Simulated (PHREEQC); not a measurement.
Dissolve 0.026 mol/kgw MgCl2, 6.4e-05 mol/kgw Na2HPO4 and 1.6 mol/kgw NaCl at 81 °C. Closed to the air; pH follows from the charge balance.

Model: ion-association model, wateq4f.dat, run in PHREEQC.

This is a speciation only: nothing precipitates in the calculation.

**Question.** Estimate the pH.

**Answer.** pH 6.68.

**Question.** In which forms is P present?

**Answer.** MgHPO4 32 %, HPO4-2 29 %, H2PO4- 15 %, NaHPO4- 13 %, MgH2PO4+ 9.0 %, MgPO4- 2.2 % of the P.

Ionic strength above about 0.7 mol/kgw puts this run outside the model's range. Complexes and solids missing from the database can't appear. H3PO4, which wateq4f.dat lacks, is added to it with the constant of phreeqc.dat. Away from 25 °C the constants follow the database's enthalpies or fits; those with neither stay at their 25 °C values.
